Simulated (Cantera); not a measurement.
Cantera run:

```python
import numpy as np
import cantera as ct

gas_names = """
    B BCL BCL2 BCL3 BH BH2 BH3 BO BOCL BO2 B2 B2O B2O2 B2O3 B3O3CL3 B3O3H3 CL CLO CL2 H HBO HBO2 HCL
    HOCL HO2 H2 H2O H2O2 H3B3O6 O OH O2 O3
""".split()
cond_names = """
    B(b) B(L) B2O3(L) B3O3H3(cr) H2O(s) H2O(L)
""".split()


# ... load() reads the species with a 1 bar reference pressure and builds the phases ...
atoms = {
    'BCl3': {'B': 1, 'CL': 3},
    'H2O': {'H': 2, 'O': 1},
    'H2': {'H': 2},
}
top_T = {}  # K; cautious upper limits of use, not melting points


# ... equilibrate(T, P, feed) seeds the gas with the atoms and calls Mixture.equilibrate('TP', solver="vcs", rtol=1e-11, max_steps=5000) ...
results = []
feed = {'BCl3': 1, 'H2O': 0.2, 'H2': 26}  # mol
P = 8800  # Pa
for T in [1248, 1298, 1348, 1398, 1448, 1498, 1548, 1598, 1648, 1698, 1748, 1798, 1848, 1898]:
    mix = equilibrate(T, P, feed)
    results.append((T, P, feed, dict(zip(mix.species_names, mix.species_moles))))
    x = sorted(zip(gas.X, gas.species_names), reverse=True)
    print(f"T = {T:g} K  P = {P:g} Pa  gas = {mix.phase_moles(0):.4g} mol")
    print("   x: " + "  ".join(f"{s} {v:.3e}" for v, s in x if v > 0.0001))
    print("   condensed (mol): " + ("  ".join(f"{mix.phase(i).name} {mix.phase_moles(i):.4g}"
          for i in range(1, mix.n_phases) if mix.phase_moles(i) > 1e-12) or "none"))
```

Result:

```
T = 1248 K  P = 8800 Pa  gas = 27.6 mol
   x: H2 9.033e-01  HCL 8.834e-02  BCL3 5.667e-03  B3O3H3 1.171e-03  B3O3CL3 1.096e-03  HBO 3.657e-04
   condensed (mol): B(b) 0.6434
T = 1298 K  P = 8800 Pa  gas = 27.63 mol
   x: H2 8.997e-01  HCL 9.296e-02  BCL3 4.268e-03  B3O3H3 1.203e-03  B3O3CL3 8.856e-04  HBO 7.897e-04  BOCL 1.381e-04
   condensed (mol): B(b) 0.6819
T = 1348 K  P = 8800 Pa  gas = 27.66 mol
   x: H2 8.965e-01  HCL 9.662e-02  BCL3 3.199e-03  HBO 1.557e-03  B3O3H3 1.117e-03  B3O3CL3 6.430e-04  BOCL 2.660e-04
   condensed (mol): B(b) 0.7114
T = 1398 K  P = 8800 Pa  gas = 27.7 mol
   x: H2 8.935e-01  HCL 9.942e-02  HBO 2.738e-03  BCL3 2.396e-03  B3O3H3 8.584e-04  BOCL 4.548e-04  B3O3CL3 3.854e-04
   condensed (mol): B(b) 0.7337
T = 1448 K  P = 8800 Pa  gas = 27.74 mol
   x: H2 8.909e-01  HCL 1.015e-01  HBO 4.114e-03  BCL3 1.796e-03  BOCL 6.616e-04  B3O3H3 4.722e-04  B3O3CL3 1.653e-04  B2O2 1.638e-04
   condensed (mol): B(b) 0.7499
T = 1498 K  P = 8800 Pa  gas = 27.77 mol
   x: H2 8.892e-01  HCL 1.028e-01  HBO 5.124e-03  BCL3 1.349e-03  BOCL 7.948e-04  B2O2 2.212e-04  B3O3H3 1.675e-04
   condensed (mol): B(b) 0.7606
T = 1548 K  P = 8800 Pa  gas = 27.79 mol
   x: H2 8.881e-01  HCL 1.037e-01  HBO 5.580e-03  BCL3 1.019e-03  BOCL 8.331e-04  B2O2 2.303e-04  BCL 1.529e-04
   condensed (mol): B(b) 0.7665
T = 1598 K  P = 8800 Pa  gas = 27.79 mol
   x: H2 8.875e-01  HCL 1.043e-01  HBO 5.765e-03  BOCL 8.280e-04  BCL3 7.759e-04  BCL 2.687e-04  B2O2 2.176e-04  H 1.690e-04  BCL2 1.128e-04
   condensed (mol): B(b) 0.7685
T = 1648 K  P = 8800 Pa  gas = 27.8 mol
   x: H2 8.870e-01  HCL 1.045e-01  HBO 5.860e-03  BOCL 8.099e-04  BCL3 5.965e-04  BCL 4.547e-04  H 2.827e-04  B2O2 2.006e-04  BCL2 1.440e-04
   condensed (mol): B(b) 0.7667
T = 1698 K  P = 8800 Pa  gas = 27.81 mol
   x: H2 8.865e-01  HCL 1.045e-01  HBO 5.920e-03  BOCL 7.873e-04  BCL 7.436e-04  BCL3 4.625e-04  H 4.590e-04  B2O2 1.838e-04  BCL2 1.803e-04
   condensed (mol): B(b) 0.7606
T = 1748 K  P = 8800 Pa  gas = 27.82 mol
   x: H2 8.861e-01  HCL 1.043e-01  HBO 5.958e-03  BCL 1.178e-03  BOCL 7.622e-04  H 7.250e-04  BCL3 3.610e-04  BCL2 2.216e-04  B2O2 1.683e-04
   condensed (mol): B(b) 0.7492
T = 1798 K  P = 8800 Pa  gas = 27.84 mol
   x: H2 8.856e-01  HCL 1.037e-01  HBO 5.977e-03  BCL 1.813e-03  H 1.117e-03  BOCL 7.351e-04  BCL3 2.831e-04  BCL2 2.675e-04  B2O2 1.539e-04  BO 1.346e-04  BH2 1.136e-04  CL 1.002e-04
   condensed (mol): B(b) 0.7313
T = 1848 K  P = 8800 Pa  gas = 27.86 mol
   x: H2 8.849e-01  HCL 1.028e-01  HBO 5.976e-03  BCL 2.712e-03  H 1.681e-03  BOCL 7.056e-04  BCL2 3.169e-04  BCL3 2.224e-04  BO 1.920e-04  BH2 1.607e-04  CL 1.485e-04  B2O2 1.407e-04
   condensed (mol): B(b) 0.705
T = 1898 K  P = 8800 Pa  gas = 27.89 mol
   x: H2 8.841e-01  HCL 1.015e-01  HBO 5.953e-03  BCL 3.951e-03  H 2.478e-03  BOCL 6.733e-04  BCL2 3.685e-04  BO 2.677e-04  BH2 2.230e-04  CL 2.146e-04  BCL3 1.744e-04  B2O2 1.282e-04
   condensed (mol): B(b) 0.6684
```

Cantera equilibrium calculation (NASA polynomials, part measured and part estimated; ideal gas, pure solids and liquids). The tables' values for BCl, BOCl, BCl2, BH2 are old estimates; treat these amounts as uncertain. Gases not in the tables: BHCl2.
